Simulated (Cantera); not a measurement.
A perfectly stirred reactor is fed with H2 : O2 : N2 = 1 : 0.943 : 3.55 (molar parts), at 1.00 atm; it is adiabatic with a 425 K inlet, and is followed from long to short residence time, starting on the burning branch (τ in s: 0.21, 0.07, 0.023, 0.0077, 0.0026, 0.00085, 0.00028, 9.5e-05, 3.2e-05, 1e-05).

Detailed kinetics in Cantera: the H2/O2 subset of GRI-Mech 3.0, which has no nitrogen chemistry.

Q: What does this change do: O2 0.943 to 0.75 parts?

A: 
```tsv
quantity	before	after
blow-out, bracketed by the residence times tried	burning at 32.0 µs, out at 10.0 µs	burning at 32.0 µs, out at 10.0 µs
x(H2) at τ = 0.210 s	0.000128	0.000231
x(O2) at τ = 0.210 s	0.0884	0.0517
x(O) at τ = 0.210 s	0.000107	0.000117
x(H2O2) at τ = 0.210 s	9.19e-8	8.49e-8
x(HO2) at τ = 0.210 s	1.40e-6	1.21e-6
x(H2) at τ = 0.850 ms	0.00411	0.00645
x(O2) at τ = 0.850 ms	0.0874	0.0524
x(O) at τ = 0.850 ms	0.00332	0.00328
x(H2O2) at τ = 0.850 ms	8.28e-7	7.46e-7
x(HO2) at τ = 0.850 ms	2.33e-5	1.78e-5
```

Q: What does this change do: inlet temperature 425 to 623 K?

A: 
```json
[
 {"quantity": "blow-out, bracketed by the residence times tried", "before": "burning at 32.0 µs, out at 10.0 µs", "after": "burning at 32.0 µs, out at 10.0 µs"},
 {"quantity": "x(H2) at τ = 0.210 s", "before": "0.000128", "after": "0.000219"},
 {"quantity": "x(O2) at τ = 0.210 s", "before": "0.0884", "after": "0.0881"},
 {"quantity": "x(O) at τ = 0.210 s", "before": "0.000107", "after": "0.000212"},
 {"quantity": "x(H2O2) at τ = 0.210 s", "before": "9.19e-8", "after": "1.07e-7"},
 {"quantity": "x(HO2) at τ = 0.210 s", "before": "1.40e-6", "after": "1.98e-6"},
 {"quantity": "x(H2) at τ = 0.850 ms", "before": "0.00411", "after": "0.00460"},
 {"quantity": "x(O2) at τ = 0.850 ms", "before": "0.0874", "after": "0.0866"},
 {"quantity": "x(O) at τ = 0.850 ms", "before": "0.00332", "after": "0.00420"},
 {"quantity": "x(H2O2) at τ = 0.850 ms", "before": "8.28e-7", "after": "5.25e-7"},
 {"quantity": "x(HO2) at τ = 0.850 ms", "before": "2.33e-5", "after": "1.62e-5"}
]
```

Q: What does this change do: H2 1 to 0.72 parts?

A: 
| quantity | before | after |
|---|---|---|
| blow-out, bracketed by the residence times tried | burning at 32.0 µs, out at 10.0 µs | burning at 95.0 µs, out at 32.0 µs |
| x(H2) at τ = 0.210 s | 0.000128 | 7.69e-5 |
| x(O2) at τ = 0.210 s | 0.0884 | 0.120 |
| x(O) at τ = 0.210 s | 0.000107 | 5.36e-5 |
| x(H2O2) at τ = 0.210 s | 9.19e-8 | 1.89e-7 |
| x(HO2) at τ = 0.210 s | 1.40e-6 | 2.56e-6 |
| x(H2) at τ = 0.850 ms | 0.00411 | 0.00291 |
| x(O2) at τ = 0.850 ms | 0.0874 | 0.120 |
| x(O) at τ = 0.850 ms | 0.00332 | 0.00193 |
| x(H2O2) at τ = 0.850 ms | 8.28e-7 | 2.11e-6 |
| x(HO2) at τ = 0.850 ms | 2.33e-5 | 4.37e-5 |
